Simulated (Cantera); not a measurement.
A Cantera script and its output.

```python
import numpy as np
import cantera as ct

surf = ct.Interface("ptcombust.yaml", "Pt_surf")
gas = surf.adjacent["gas"]
gas.TPX = 300, 39000, {'H2': 0.025, 'O2': 0.098, 'N2': 0.79}
jet = ct.ImpingingJet(gas=gas, width=0.032, surface=surf)
jet.inlet.mdot, jet.inlet.T, jet.inlet.X = 0.066, 300, {'H2': 0.025, 'O2': 0.098, 'N2': 0.79}
jet.set_refine_criteria(ratio=10, slope=0.2, curve=0.3)
show, cover = ['H2', 'O2', 'H2O', 'OH'], ["PT(S)", "H(S)", "O(S)", "OH(S)", "CO(S)", "C(S)"]

rows = []
print(f"{'Ts/K':>7s}" + "".join(f"{s:>11s}" for s in show + cover) + "   (gas at the wall, coverages)")
for i, Ts in enumerate([700, 750, 800, 850, 900, 950, 1000]):
    jet.surface.T = Ts
    if i == 0:
        surf.TP = Ts, 39000
        surf.coverages = "PT(S):0.5, O(S):0.5"
        surf.advance_coverages(1.0)
        jet.set_initial_guess(products="inlet")
    jet.solve(loglevel=0, auto=(i == 0))
    rows.append([*(jet.X[gas.species_index(s), -1] for s in show), *surf[cover].coverages])
    print(f"{Ts:7g}" + "".join(f"{x:11.3e}" for x in rows[-1]))
```

Result:

```
   Ts/K         H2         O2        H2O         OH      PT(S)       H(S)       O(S)      OH(S)      CO(S)       C(S)   (gas at the wall, coverages)
    700  1.429e-03  7.971e-02  4.978e-02  9.332e-11  3.574e-02  3.880e-09  9.592e-01  5.067e-03 -2.056e-19 -4.052e-25
    750  1.196e-03  7.953e-02  4.996e-02  5.785e-10  4.474e-02  7.922e-09  9.512e-01  4.105e-03  4.985e-25  2.361e-26
    800  8.440e-04  7.921e-02  5.040e-02  2.585e-09  6.625e-02  2.078e-08  9.300e-01  3.729e-03  6.148e-20  3.028e-25
    850  5.738e-04  7.898e-02  5.069e-02  9.200e-09  1.018e-01  5.714e-08  8.947e-01  3.531e-03  4.829e-20  1.210e-25
    900  4.135e-04  7.887e-02  5.078e-02  2.768e-08  1.484e-01  1.420e-07  8.483e-01  3.316e-03  6.343e-16  1.615e-23
    950  3.136e-04  7.881e-02  5.078e-02  7.494e-08  2.026e-01  3.118e-07  7.944e-01  3.060e-03  1.194e-20 -5.718e-24
   1000  2.511e-04  7.880e-02  5.071e-02  1.852e-07  2.612e-01  6.146e-07  7.360e-01  2.781e-03  8.341e-27  1.719e-29
```

Cantera simulation using Deutschmann's 1995 Pt surface mechanism with GRI-Mech 3.0 gas chemistry; the numbers are that mechanism's predictions, not measurements. Catalytic surfaces can have several steady states; this one follows from the mechanism file's or the stated starting coverage.
